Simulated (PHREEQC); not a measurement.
A column of 0.5 m (40 cells, dispersivity 0.018 m, 300 s a shift, diffusion coefficient 3e-10 m²/s) holds 0.012 eq of the database's cation exchanger X per kg of pore water, first in equilibrium with 0.0075 mol/kgw NaCl, 0.00084 mol/kgw CaCl2 and 1e-05 mol/kgw HCl. It is flushed with 0.66 mmol/kgw MgSO4, 1.4 mmol/kgw CdCl2, 29 mmol/kgw KBr and 0.01 mmol/kgw HCl, at 25 °C. Values are for the last cell. The system is closed to CO2. Precipitation was switched off in this run.

Base run: PHREEQC, ion-association model, phreeqc.dat. Each further column changes one thing. The table gives K in solution (mol/kgw).

| pore volumes | base | exchange capacity from 0.012 to 0.006 eq/kgw | dispersivity from 0.018 to 0.036 m |
|---|---|---|---|
| 0 | 0 | 0 | 0 |
| 0.2125 | 0 | 0 | 1.96e-12 |
| 0.5125 | 4.80e-7 | 1.02e-5 | 7.06e-5 |
| 0.7125 | 0.000263 | 0.000983 | 0.00162 |
| 0.9125 | 0.00346 | 0.00644 | 0.00615 |
| 1.212 | 0.0137 | 0.0182 | 0.0146 |
| 1.413 | 0.0194 | 0.0233 | 0.0191 |
| 1.613 | 0.0231 | 0.0261 | 0.0223 |
| 1.812 | 0.0253 | 0.0275 | 0.0244 |
| 2.112 | 0.0271 | 0.0285 | 0.0264 |
| 2.312 | 0.0277 | 0.0287 | 0.0272 |
| 2.513 | 0.0281 | 0.0289 | 0.0277 |
| 2.812 | 0.0285 | 0.0289 | 0.0282 |
| 3.013 | 0.0287 | 0.0290 | 0.0284 |
